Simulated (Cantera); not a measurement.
Feed: 1 mol HCl, 2.6 mol O₂, held at 320000 Pa.

These are equilibrium values from Cantera (NASA tables, ideal gas, pure condensed phases), not measurements of a reactor. Candidate condensed phases: H₂O; 14 gas species. Rates play no part. All values below are at 1848 K.

Base state: O₂ 0.705, HCl 0.203, H₂O 0.0372, Cl 0.0319, Cl₂ 0.0211, ClO 0.000818, OH 0.000564, HOCl 0.000123 (mole fractions); condensed: gas only.

What changes in the equilibrium state with this change: HCl replaced by H₂S?


| species | before | after |
|---|---|---|
| O₂ | 0.705 | 0.353 |
| H₂O | 0.0372 | 0.322 |
| SO₂ | 0 | 0.320 |
| HCl | 0.203 | 0 |
| Cl | 0.0319 | 0 |
| Cl₂ | 0.0211 | 0 |
| SO₃ | 0 | 0.00304 |
| ClO | 0.000818 | 0 |
| HOCl | 0.000123 | 0 |
| SO | 0 | 1.01e-5 |
Further candidate phases: H₂SO₄, S.
